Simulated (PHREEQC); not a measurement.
Make-up at 60 °C: 0.06 mol CuCl2, 0.13 mol HCl and 2.65e-05 mol NaCl per kg of water. Closed to the air; pH follows from the charge balance.

The numbers come from PHREEQC with the ion-association model, phreeqc.dat.

Precipitation was switched off in this run.

Question: Order these Cu species by the share of Cu that they hold, largest first: Cu+2, CuCl+, CuCl2.

Answer: Cu+2 (54 %), CuCl+ (42 %), CuCl2 (3.1 %)

Question: Order these Cl species by the share of Cl that they hold, largest first: Cl-, CuCl2, CuCl+.

Answer: Cl- (88 %), CuCl+ (10 %), CuCl2 (1.5 %)

The pH is 0.99 and the ionic strength 0.254 mol/kgw. At this temperature some constants are extrapolated from 25 °C, and those without enthalpy data are left unchanged.
